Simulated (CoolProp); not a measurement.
Vapour pressure (MPa) of ethanol: the reference equation beside estimates from Tc = 241.6 °C, pc = 6.268 MPa, ω = 0.644. Clausius-Clapeyron is anchored at 105.95 °C with a constant enthalpy of vaporisation of 36.81 kJ/mol.

Model: reference Helmholtz-energy equation of state, Schroeder 2014, in CoolProp.

| T (°C) | reference | Lee-Kesler | Clausius-Clapeyron | van der Waals | Soave-Redlich-Kwong | Peng-Robinson |
|---|---|---|---|---|---|---|
| 105.95 | 0.2739 | 0.2752 | 0.2739 | 1.621 | 0.2766 | 0.2807 |
| 113.55 | 0.3501 | 0.3511 | 0.3446 | 1.785 | 0.3535 | 0.3571 |
| 121.15 | 0.4424 | 0.4427 | 0.4296 | 1.960 | 0.4464 | 0.4493 |
| 128.75 | 0.5533 | 0.5520 | 0.5312 | 2.146 | 0.5577 | 0.5595 |
| 136.45 | 0.6869 | 0.6832 | 0.6535 | 2.345 | 0.6916 | 0.6918 |
| 144.05 | 0.8426 | 0.8352 | 0.7956 | 2.552 | 0.8473 | 0.8454 |
| 151.65 | 1.024 | 1.012 | 0.9620 | 2.771 | 1.029 | 1.025 |
| 159.35 | 1.238 | 1.220 | 1.158 | 3.004 | 1.242 | 1.235 |
| 166.95 | 1.481 | 1.456 | 1.382 | 3.246 | 1.485 | 1.475 |
| 174.55 | 1.759 | 1.726 | 1.639 | 3.500 | 1.763 | 1.749 |
| 182.25 | 2.078 | 2.037 | 1.938 | 3.769 | 2.083 | 2.065 |
| 189.85 | 2.435 | 2.386 | 2.273 | 4.046 | 2.441 | 2.420 |

Absolute difference from the reference over all 12 rows, mean and median: Lee-Kesler 1.1 and 1.0 %, Clausius-Clapeyron 4.9 and 5.8 %, van der Waals 221.3 and 186.7 %, Soave-Redlich-Kwong 0.6 and 0.5 %, Peng-Robinson 0.9 and 0.6 %.
